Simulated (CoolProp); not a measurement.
Vapour-liquid equilibrium of trans-2-butene (1) + acetone (2) at 368.5 K; x and y are mole fractions of (1).

Values from CoolProp's multi-fluid Helmholtz-energy mixture model, Lemmon 2005 and Lemmon 2006; pair parameters Bell 2016.

Q: Give the bubble pressure and the first vapour's composition at x = 0.35, 0.5, 0.65. Is there an azeotrope?

A: x = 0.35: 0.9203 MPa, y = 0.703; x = 0.5: 1.062 MPa, y = 0.771; x = 0.65: 1.171 MPa, y = 0.825. No azeotrope shows between x = 0.05 and 0.95.

The pair parameters rest on a limited set of measurements; away from them the model extrapolates.
